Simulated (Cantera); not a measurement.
A closed system holds: 1 mol FeS2, 0.82 mol SO2, 7.2 mol O2, held at 1825 K and 10000 Pa.

Method: chemical equilibrium by Gibbs-energy minimisation in Cantera with the NASA 1993 tables (ideal gas, pure condensed phases). Candidate condensed phases: Fe, FeO, FeS, FeSO4, FeS2, Fe2O3, Fe2(SO4)3, Fe3O4, S; 12 gas species. Rates play no part.

Base state: O2 0.616, SO2 0.383, SO3 0.000916, O 0.000381, SO 4.02e-5 (mole fractions); condensed: Fe3O4(s).

Q: What changes in the equilibrium state with this change: temperature from 1825 K to 1398 K?

A: 
```tsv
species	before	after
O2	0.616	0.611
SO2	0.383	0.383
SO3	0.000916	0.00619
O	0.000381	2.27e-6
SO	4.02e-5	9.30e-8
Fe3O4(s), mol	0.333	0
Fe2O3(s), mol	0	0.500
```

Q: What changes in the equilibrium state with this change: temperature from 1825 K to 1123 K?

A: 
```json
[
 {"species": "O2", "before": "0.616", "after": "0.604"},
 {"species": "SO2", "before": "0.383", "after": "0.353"},
 {"species": "SO3", "before": "0.000916", "after": "0.0434"},
 {"species": "SO", "before": "4.02e-5", "after": "<1e-9"},
 {"species": "O", "before": "0.000381", "after": "1.08e-8"},
 {"species": "Fe3O4(s), mol", "before": "0.333", "after": "0"},
 {"species": "Fe2O3(s), mol", "before": "0", "after": "0.500"}
]
```
